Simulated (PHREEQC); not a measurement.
Dissolve 0.027 mol H3BO3 and 0.0001 mol KCl per kg of water at 25 °C. Closed to the air; pH follows from the charge balance.

The numbers come from PHREEQC with the ion-association model, phreeqc.dat.

This is a speciation only: nothing precipitates in the calculation.

**Question.** Predict the pH.

**Answer.** pH 5.40.

Species that the database lacks are ignored.
